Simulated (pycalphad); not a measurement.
CALPHAD calculation (pycalphad, COST 507 light-alloy database (1999)), 1 atm. The database dates from 1999; later assessments differ in places, in temperatures and in the compounds included. Diffusion is slow at the low end, where real alloys seldom reach equilibrium.

# Ti-7.94Hf-1.92B (at.%): equilibrium cooling sequence

```json
[
 {"T (K)": "1890.1", "phases above": "LIQUID", "phases below": "BCC_A2 + LIQUID"},
 {"T (K)": "1815.9", "phases above": "BCC_A2 + LIQUID", "phases below": "BCC_A2 + BM"},
 {"T (K)": "1104.0", "phases above": "BCC_A2 + BM", "phases below": "BCC_A2 + BM + HCP_A3"},
 {"T (K)": "1095.8", "phases above": "BCC_A2 + BM + HCP_A3", "phases below": "BM + HCP_A3"}
]
```

Changes were sought between steps of 50 K, so a narrower field can be missed.

Database names, with the compositions (at.%) that they take in these runs: BM: Ti 49 B 50 Hf 0. BCC_A2 is bcc; HCP_A3 is hcp.
